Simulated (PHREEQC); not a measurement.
## Acid rinse or clean: an equilibrium model

Dissolve 2.8 mmol/kgw HCl at 29 °C and 10 atm. Closed to the air; pH follows from the charge balance.

Computed with PHREEQC (ion-association model, phreeqc.dat).

Precipitation was switched off in this run.

Question: What pH, specific conductance does the model give?

Answer: pH 2.58; specific conductance 1250 µS/cm.
